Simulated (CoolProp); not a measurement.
Vapour-liquid equilibrium of R22 (1) + R134a (2) at 1.27 bar; x and y are mole fractions of (1).

Model: multi-fluid Helmholtz-energy mixture model, Kamei 1995 and Tillner-Roth 1994; pair parameters Bell 2016, in CoolProp.

Give the bubble temperature and the first vapour's composition at x = 0.55, 0.65, 0.85. Is there an azeotrope?

x = 0.55: 242.1 K, y = 0.694; x = 0.65: 240.9 K, y = 0.771; x = 0.85: 238.7 K, y = 0.907. No azeotrope shows between x = 0.05 and 0.95.

Pair parameters are fitted to limited data, so mixtures are less certain than the pure fluids.
